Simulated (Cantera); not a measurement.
Feed: 1 mol Al(CH3)3, 9.2 mol N2O, 76 mol N2, equilibrated at 0.480 Torr.

Equilibrium computed with Cantera from the NASA thermochemical tables; the gas is ideal and each condensed phase is pure. Candidate condensed phases: Al, AlN, Al2O3, C, C6H6, C7H8, C8H18, H2O; 148 gas species. The feed counts by its element totals alone. Equilibrium is a limit: real reactors are often held back by kinetics, nucleation or transport. All values below are at 1548 K.

Base state: N2 0.919, H2O 0.0350, CO 0.0167, CO2 0.0156, H2 0.0134, H 0.000141, OH 1.23e-5 (mole fractions); condensed: Al2O3(s).

**Question.** What changes in the equilibrium state with this change: N2O from 9.2 to 8.6 mol?

**Answer.** 
```json
[
 {"species": "N2", "before": "0.919", "after": "0.918"},
 {"species": "H2O", "before": "0.0350", "after": "0.0316"},
 {"species": "CO", "before": "0.0167", "after": "0.0196"},
 {"species": "H2", "before": "0.0134", "after": "0.0172"},
 {"species": "CO2", "before": "0.0156", "after": "0.0129"},
 {"species": "OH", "before": "1.23e-5", "after": "9.79e-6"},
 {"species": "H", "before": "0.000141", "after": "0.000160"},
 {"species": "Al2O3(s), mol", "before": "0.500", "after": "0.500"}
]
```
